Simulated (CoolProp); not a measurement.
c-C4F8 (RC318) at 486.05 K and 0.182 MPa is throttled through a valve to 0.0437 MPa with no heat exchange. Each further row changes one setting.

Model: reference Helmholtz-energy equation of state, Platzer 1990, in CoolProp. This equation is an older, rougher fit.

```json
[
 {"case": "as stated", "temperature change (K)": "…", "final density (kg/m³)": "…"},
 {"case": "outlet pressure 0.0131 MPa", "temperature change (K)": "…", "final density (kg/m³)": "…"},
 {"case": "outlet pressure 0.0568 MPa", "temperature change (K)": "…", "final density (kg/m³)": "2.82"}
]
```

Task: What belongs in the gaps?

Result: 
- as stated, temperature change (K): -0.6
- as stated, final density (kg/m³): 2.17
- outlet pressure 0.0131 MPa, temperature change (K): -0.7
- outlet pressure 0.0131 MPa, final density (kg/m³): 0.650
- outlet pressure 0.0568 MPa, temperature change (K): -0.5
